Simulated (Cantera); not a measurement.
## Stirred combustor or abatement burner

A perfectly stirred reactor is fed with C3H8 : O2 : N2 = 1 : 4.55 : 17.1 (molar parts), at 1.38 atm; it is adiabatic with a 323 K inlet, and is followed from long to short residence time, starting on the burning branch (τ in s: 0.38, 0.15, 0.063, 0.025, 0.01, 0.0042, 0.0017, 0.00069, 0.00028, 0.00011, 4.6e-05, 1.9e-05).

Computed with Cantera and GRI-Mech 3.0 (53 species, 325 reactions). GRI-Mech 3.0 was tuned for natural gas; its chemistry of propane as a main component is partial and can be far from experiment.

```tsv
τ (s)	T (K)	x C3H8	x O2	x CH2	x C2H2	x OH	x HO2
0.38	2278	4.07e-8	0.000958	5.02e-8	1.14e-6	0.00219	2.03e-7
0.15	2271	9.79e-8	0.00124	1.13e-7	2.20e-6	0.00248	2.71e-7
0.063	2260	2.16e-7	0.00173	2.27e-7	3.62e-6	0.00291	3.92e-7
0.025	2240	4.83e-7	0.00259	4.45e-7	5.59e-6	0.00357	6.22e-7
0.010	2212	1.04e-6	0.00388	8.18e-7	8.11e-6	0.00439	1.00e-6
0.0042	2175	2.11e-6	0.00554	1.40e-6	1.14e-5	0.00525	1.57e-6
0.0017	2127	4.38e-6	0.00768	2.40e-6	1.66e-5	0.00610	2.46e-6
0.00069	2071	9.30e-6	0.0102	4.16e-6	2.59e-5	0.00676	3.78e-6
0.00028	2010	2.10e-5	0.0134	7.61e-6	4.63e-5	0.00701	5.94e-6
0.00011	1933	5.71e-5	0.0188	1.59e-5	0.000109	0.00648	1.12e-5
4.6e-5	323	0.0442	0.201	<1e-12	<1e-12	<1e-12	<1e-12
1.9e-5	323	0.0442	0.201	<1e-12	<1e-12	<1e-12	<1e-12
```
x: mole fraction; the columns are a selection and need not sum to one.
